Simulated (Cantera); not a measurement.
Gas mixture: 100 % C3H8, at 10.0 bar, frozen composition.

Cantera's kinetic-theory transport with the Lennard-Jones parameters of GRI-Mech 3.0, ideal gas; thermal conductivity in the multicomponent form. The composition is frozen, though it would react at the higher temperatures.

One state of this run: ρ (kg/m³) = 10.6; cp (J/kg/K) = 2549; μ (µPa s) = 13.3; λ (mW/m/K) = 44.6; Pr = 0.759; D (cm²/s) H2O = 0.0319; D (cm²/s) N2 = 0.0292; D (cm²/s) NO = 0.0286. D: mixture-averaged diffusion coefficient of that species in the mixture.

Problem. Which value of T (K) does it belong to?
(A) 800
(B) 900
(C) 700
(D) 500

Solution. D, 500
